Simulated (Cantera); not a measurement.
Input: 1 mol C2H6, 0.081 mol H2O, equilibrated at 1425 °C and 0.100 bar.

Equilibrium computed with Cantera from the NASA thermochemical tables; the gas is ideal and each condensed phase is pure. Candidate condensed phases: C, C6H6, C7H8, C8H18, H2O; 110 gas species. The numbers say what is thermodynamically allowed, not how fast it happens.

Base state: H2 0.974, CO 0.0256, H 0.000452, CH4 0.000105, C2H2 (acetylene) 7.03e-5 (mole fractions); condensed: C(graphite).

### Question
What changes in the equilibrium state with this change: 0.33 mol H2S added?

### Answer
```csv
species,before,after
H2,0.974,0.913
H2S,0,0.0313
CS2,0,0.0229
CO,0.0256,0.0224
S2,0,0.00485
CS,0,0.00252
SH,0,0.00216
S,0,6.84e-5
"C(graphite), mol",1.92,1.83
```
Further candidate phases: H2SO4, S.

### Question
What changes in the equilibrium state with this change: temperature from 1425 °C to 1900 °C?

### Answer
```json
[
 {"species": "H2", "before": "0.974", "after": "0.957"},
 {"species": "CO", "before": "0.0256", "after": "0.0254"},
 {"species": "H", "before": "0.000452", "after": "0.0149"},
 {"species": "C2H2 (acetylene)", "before": "7.03e-5", "after": "0.00211"},
 {"species": "CH4", "before": "0.000105", "after": "2.56e-5"},
 {"species": "C(graphite), mol", "before": "1.92", "after": "1.91"}
]
```

### Question
What changes in the equilibrium state with this change: temperature from 1425 °C to 952 °C?

### Answer
```csv
species,before,after
H2,0.974,0.973
CO,0.0256,0.0256
CH4,0.000105,0.00124
H,0.000452,9.72e-7
C2H2 (acetylene),7.03e-5,1.58e-7
H2O,1.22e-6,4.90e-5
"C(graphite), mol",1.92,1.92
```
